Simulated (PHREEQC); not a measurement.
Model water analysis in mmol/kgw, 25 °C, pH 3.08, pe 9.5: Na 1.51; K 1.17; Ca 5.14; Mg 3.13; Cl 1.78; S(6) 9.18; Zn 0.22.

Valence states are taken as typed.

Equilibrium calculation in PHREEQC: ion-association model, phreeqc.dat.

Each row changes one thing in this solution. This is a speciation only: nothing precipitates in the calculation.

| case | ionic strength (mol/kgw) | SO4-2 (mol/kgw) | Ca+2 (mol/kgw) | Mg+2 (mol/kgw) | CaSO4 (mol/kgw) | MgSO4 (mol/kgw) | SI of Gypsum (CaSO4:2H2O) | SI of Sylvite (KCl) |
|---|---|---|---|---|---|---|---|---|
| as made | 0.0281 | 0.00646 | 0.00384 | 0.00216 | 0.00129 | 0.000968 | -0.56 | -6.73 |
| Na from 1.51 to 0.755 mmol/kgw | 0.0277 | 0.00646 | 0.00384 | 0.00216 | 0.00129 | 0.000973 | -0.55 | -6.73 |
| Mg from 3.13 to 6.26 mmol/kgw | [?] | 0.00589 | 0.00399 | 0.00452 | 0.00114 | 0.00174 | -0.61 | -6.74 |
| temperature from 25 to 30 °C at the same typed pH | 0.0277 | [?] | [?] | 0.00209 | 0.00130 | [?] | -0.57 | -6.76 |
| all concentrations times 3 at the same typed pH | 0.0735 | 0.0170 | 0.0101 | 0.00550 | 0.00526 | 0.00389 | +0.06 | -5.86 |

### Question
Fill in the missing entries.

### Answer

- Mg from 3.13 to 6.26 mmol/kgw, ionic strength (mol/kgw): 0.0320
- temperature from 25 to 30 °C at the same typed pH, SO4-2 (mol/kgw): 0.00634
- temperature from 25 to 30 °C at the same typed pH, Ca+2 (mol/kgw): 0.00383
- temperature from 25 to 30 °C at the same typed pH, MgSO4 (mol/kgw): 0.00104

Some of these states are supersaturated (in Gypsum, for instance).
